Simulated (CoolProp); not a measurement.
Vapour-liquid equilibrium of 1-butene (1) + n-butane (2) at 0.518 bar; x and y are mole fractions of (1).

Computed with CoolProp (multi-fluid Helmholtz-energy mixture model, Lemmon 2005 and Bücker 2006; pair parameters Bell 2016).

```json
[
 {"x": "0.05", "bubble temperature (°C)": "-17.3", "y at the bubble point": "0.063", "dew temperature at overall composition x (°C)": "-17.2", "liquid density (mol/L)": "10.68"},
 {"x": "0.2", "bubble temperature (°C)": "-18.2", "y at the bubble point": "0.244", "dew temperature at overall composition x (°C)": "-18.0", "liquid density (mol/L)": "10.80"},
 {"x": "0.35", "bubble temperature (°C)": "-19.2", "y at the bubble point": "0.410", "dew temperature at overall composition x (°C)": "-18.8", "liquid density (mol/L)": "10.92"},
 {"x": "0.5", "bubble temperature (°C)": "-20.1", "y at the bubble point": "0.562", "dew temperature at overall composition x (°C)": "-19.7", "liquid density (mol/L)": "11.05"},
 {"x": "0.65", "bubble temperature (°C)": "-20.9", "y at the bubble point": "0.701", "dew temperature at overall composition x (°C)": "-20.6", "liquid density (mol/L)": "11.17"},
 {"x": "0.8", "bubble temperature (°C)": "-21.6", "y at the bubble point": "0.831", "dew temperature at overall composition x (°C)": "-21.4", "liquid density (mol/L)": "11.30"},
 {"x": "0.95", "bubble temperature (°C)": "-22.2", "y at the bubble point": "0.958", "dew temperature at overall composition x (°C)": "-22.1", "liquid density (mol/L)": "11.43"}
]
```

No azeotrope shows between x = 0.05 and 0.95.

The pair parameters rest on a limited set of measurements; away from them the model extrapolates.
